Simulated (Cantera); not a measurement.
A Cantera script and what it prints.

```python
import numpy as np
import cantera as ct

gas_names = """
    CL CL2 H HCL H2 N NH NH2 NH3 N2 N2H2 N2H4 Si SiCL SiCL2 SiCL3 SiCL4 SiH SiHCL3 SiH2 SiH2CL2 SiH3
    SiH3CL SiH4 SiN Si2 Si2N Si3
""".split()
cond_names = """
    NH4CL(a) NH4CL(b) Si(cr) Si(L) Si3N4(a)
""".split()


# ... load() reads the species with a 1 bar reference pressure and builds the phases ...
atoms = {
    'SiHCl3': {'Si': 1, 'H': 1, 'CL': 3},
    'NH3': {'N': 1, 'H': 3},
}
top_T = {'Si3N4(a)': 2400}  # K; cautious upper limits of use, not melting points


# ... equilibrate(T, P, feed) seeds the gas with the atoms and calls Mixture.equilibrate('TP', solver="vcs", rtol=1e-11, max_steps=5000) ...
results = []
feed = {'SiHCl3': 1, 'NH3': 7}  # mol
P = 21  # Pa
for T in [973, 1023, 1073, 1123, 1173, 1223, 1273, 1323, 1373, 1423, 1473, 1523, 1573]:
    mix = equilibrate(T, P, feed)
    results.append((T, P, feed, dict(zip(mix.species_names, mix.species_moles))))

top = {s: max(r[3][s] / sum(r[3][g] for g in gas_names) for r in results) for s in gas_names}
cols = sorted((s for s in top if top[s] > 1e-06), key=lambda s: -top[s])[:7]
seen = [c for c in cond_names if any(r[3].get(c, 0) > 1e-12 for r in results)]
print("log10 of partial pressures in bar; condensed amounts in mol")
print(f"{'T/K':>10s}" + "".join(f"{s[:9]:>10s}" for s in cols + seen))
for T, P, feed, n in results:
    ng = sum(n[g] for g in gas_names)
    print(f"{T:10.4g}" + "".join(f"{np.log10(max(n[s] / ng * P / 1e5, 1e-99)):10.3f}" for s in cols)
          + "".join(f"{n.get(c, 0):10.4g}" for c in seen))
```

Output:

```
log10 of partial pressures in bar; condensed amounts in mol
       T/K        H2        N2       HCL     SiCL2         H     SiCL3        Si    Si(cr)  Si3N4(a)
       973    -3.885    -4.411    -4.388    -9.297   -10.909    -9.035   -21.012         0    0.3321
      1023    -3.885    -4.411    -4.388    -8.600   -10.326    -8.663   -19.184         0    0.3322
      1073    -3.885    -4.411    -4.388    -7.969    -9.796    -8.327   -17.528         0    0.3321
      1123    -3.885    -4.411    -4.389    -7.397    -9.313    -8.022   -16.021         0    0.3314
      1173    -3.885    -4.410    -4.391    -6.878    -8.871    -7.749   -14.644         0    0.3291
      1223    -3.885    -4.408    -4.397    -6.412    -8.464    -7.513   -13.381         0    0.3226
      1273    -3.883    -4.405    -4.412    -6.003    -8.089    -7.324   -12.220         0    0.3075
      1323    -3.881    -4.398    -4.441    -5.662    -7.740    -7.203   -11.150         0    0.2782
      1373    -3.878    -4.387    -4.491    -5.396    -7.416    -7.163   -10.162         0    0.2324
      1423    -3.873    -4.374    -4.562    -5.201    -7.114    -7.202    -9.246         0    0.1751
      1473    -3.869    -4.361    -4.649    -5.063    -6.832    -7.304    -8.394         0    0.1151
      1523    -3.872    -4.338    -4.701    -5.016    -6.572    -7.448    -7.744     0.259         0
      1573    -3.873    -4.339    -4.707    -5.011    -6.327    -7.579    -7.260    0.2468         0
```

Method: chemical equilibrium by Gibbs-energy minimisation in Cantera with the NASA 1993 tables (ideal gas, pure condensed phases). The tables' values for SiCl3, SiCl are old estimates; treat these amounts as uncertain.
